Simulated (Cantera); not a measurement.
Charge: 1 mol Si, 0.27 mol CO₂, 170 mol H₂, equilibrated at 101000 Pa.

Method: chemical equilibrium by Gibbs-energy minimisation in Cantera with the NASA 1993 tables (ideal gas, pure condensed phases). Candidate condensed phases: C, C₆H₆, C₇H₈, C₈H₁₈, H₂O, Si, SiC, SiO₂; 123 gas species. Mutual solubility and eutectic melting of coexisting phases are not modelled. The tables hold silica as quartz up to 1696 K and as liquid above; real silica turns to tridymite and cristobalite and melts near 1996 K. Gases not in the tables: Si₂H₆ and higher silanes. Equilibrium is a limit: real reactors are often held back by kinetics, nucleation or transport.

log p: log10 of the partial pressure in bar; n: condensed amount in mol.

```csv
T (K),log p H₂,log p SiO,log p H,log p CO,log p SiH₂,log p CH₄,n Si(s),n SiC(s),n SiO₂(β-quartz),n Si(l)
975,0.01,-9.75,-8.94,<-11,-10.35,-4.40,0.467,0.263,0.270,0
1075,0.01,-8.02,-7.83,-10.51,-9.14,-4.48,0.466,0.264,0.270,0
1175,0.01,-6.59,-6.91,-8.81,-8.14,-4.55,0.465,0.265,0.270,0
1275,0.01,-5.39,-6.13,-7.37,-7.30,-4.61,0.464,0.266,0.270,0
1375,0.01,-4.37,-5.46,-6.15,-6.58,-4.66,0.460,0.266,0.266,0
1475,0.01,-3.49,-4.88,-5.09,-5.96,-4.71,0.438,0.265,0.242,0
1575,0.00,-2.72,-4.38,-4.18,-5.42,-4.75,0.320,0.256,0.104,0
1675,0.00,-2.51,…,…,…,-4.78,…,0.243,0,0
1775,0.00,-2.53,…,…,…,-4.74,0,…,0,…
1875,0.00,-2.56,-3.18,-3.35,-4.30,-4.68,0,0.190,0,0.334
```

Q: What belongs in the gaps?

A: 
- 1775, log p H: -3.54
- 1775, log p CO: -3.58
- 1775, log p SiH₂: -4.60
- 1775, n SiC(s): 0.223
- 1775, n Si(l): 0.277
- 1675, log p H: -3.93
- 1675, log p CO: -3.83
- 1675, log p SiH₂: -4.94
- 1675, n Si(s): 0.241
